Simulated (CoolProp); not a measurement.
R11 at several states: fugacity coefficient from the reference equation and from simpler models built on Tc = 198.0 °C, pc = 4.408 MPa, ω = 0.189; each cubic takes its own stable root.

The numbers come from the reference Helmholtz-energy equation of state, Jacobsen 1992 in CoolProp.

```csv
T (°C),p (MPa),phase,reference
168.15,0.0285,gas,0.9973
111.55,17.3,liquid,0.08815
24.15,0.164,liquid,0.6070
83.05,1.2,liquid,0.4292
-72.05,16.7,liquid,6.400e-5
-32.25,0.713,liquid,0.01161
```

How far does each simpler model (van der Waals, Redlich-Kwong) lie from the reference over these 6 states: mean and median of the absolute difference, and the worst?


- van der Waals: mean 2420.7 %, median 102.8 %, worst +12650.0 % at -72.05 °C and 16.7 MPa
- Redlich-Kwong: mean 40.5 %, median 34.7 %, worst +84.4 % at -72.05 °C and 16.7 MPa

At some of these states van der Waals gives the other phase, because its saturation line lies elsewhere.
